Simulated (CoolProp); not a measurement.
Vapour-liquid equilibrium of propylene (1) + R22 (2) at 0.152 MPa; x and y are mole fractions of (1).

Model: multi-fluid Helmholtz-energy mixture model, Lemmon 2013 and Kamei 1995; pair parameters Bell 2016, in CoolProp.

Problem. Give the bubble temperature and the first vapour's composition at x = 0.05, 0.5, 0.65. Is there an azeotrope?

Solution. x = 0.05: 240.4 K, y = 0.087; x = 0.5: 235.6 K, y = 0.567; x = 0.65: 235.0 K, y = 0.685. y crosses x between x = 0.8 and 0.875: the model has an azeotrope there.

The pair parameters rest on a limited set of measurements; away from them the model extrapolates.
